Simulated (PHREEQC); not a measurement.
Solution (10 °C): 0.001 mol HCl, 8e-05 mol MgSO4 and 0.15 mol MgCl2 per kg of water. Closed to the air; pH follows from the charge balance.

Equilibrium calculation in PHREEQC: ion-association model, phreeqc.dat.

```json
[
 {"quantity": "pH", "before": "3.11", "after": "4.07"},
 {"quantity": "MgOH+ (mol/kgw)", "before": "7.04e-11", "after": "9.06e-11"}
]
```

Q: What was changed between the two runs?
(A) diluted 10-fold with water
(B) HCl from 0.001 to 0.0005 mol/kgw
(C) diluted 100-fold with water
(D) temperature from 10 to 90 °C
(E) temperature from 10 to 75 °C

A: A, diluted 10-fold with water

Precipitation was switched off in this run. Away from 25 °C the constants follow the database's enthalpies or fits; those with neither stay at their 25 °C values.
